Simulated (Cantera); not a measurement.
An isothermal, constant-pressure homogeneous reactor starts with CH4 : CO2 = 1 : 1.3 (molar parts), at 1250 K and 1.01 bar. Integrator tolerance rtol = 1e-08.

Computed with Cantera and GRI-Mech 3.0 (53 species, 325 reactions).

```json
[
 {"quantity": "x(CH4) at 200 s", "before": "0.249 (gas-phase equilibrium 0.000162)", "after": "1.11e-8 (gas-phase equilibrium 1.26e-8)"},
 {"quantity": "x(CO2) at 200 s", "before": "0.376 (gas-phase equilibrium 0.0302)", "after": "0.0139 (gas-phase equilibrium 0.0139)"},
 {"quantity": "x(OH) at 200 s", "before": "1.18e-9 (gas-phase equilibrium 3.04e-10)", "after": "4.75e-5 (gas-phase equilibrium 4.75e-5)"},
 {"quantity": "x(C2H2) at 200 s", "before": "0.0480 (gas-phase equilibrium 7.07e-10)", "after": "4.60e-11 (gas-phase equilibrium 5.20e-11)"},
 {"quantity": "x(HO2) at 200 s", "before": "<1e-12 (gas-phase equilibrium <1e-12)", "after": "1.45e-11 (gas-phase equilibrium 1.45e-11)"},
 {"quantity": "x(CO) at 200 s", "before": "0.124 (gas-phase equilibrium 0.505)", "after": "0.520 (gas-phase equilibrium 0.520)"},
 {"quantity": "x(O) at 200 s", "before": "<1e-12 (gas-phase equilibrium <1e-12)", "after": "2.21e-7 (gas-phase equilibrium 2.21e-7)"}
]
```

### Question
Name the change that produced these shifts.
A. pressure from 1.01 bar to 0.140 bar
B. CO2 1.3 to 0.15 parts
C. pressure from 1.01 bar to 12.0 bar
D. temperature 1250 to 2150 K

### Answer
D, temperature 1250 to 2150 K
